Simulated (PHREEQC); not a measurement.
Model water analysis in mg/kgw, 25 °C, pH 3.67, pe 11.1:

```csv
constituent,mg/kgw
Na,1.48
K,29.8
Ca,78.9
Mg,6.3
Cl,60.6
S(6) as SO4,303
Al,23.3
```

Valence states are taken as typed.

All values are PHREEQC results (ion-association model, phreeqc.dat), not measurements.

Problem. The ionic strength comes out as 0.0110 mol/kgw. What activity coefficients do KSO4-, HSO4-, AlOH+2, Cl-, K+ get?

Solution. KSO4- 0.90, HSO4- 0.90, AlOH+2 0.66, Cl- 0.90, K+ 0.90.

Precipitation was switched off in this run. Complexes and solids missing from the database can't appear.
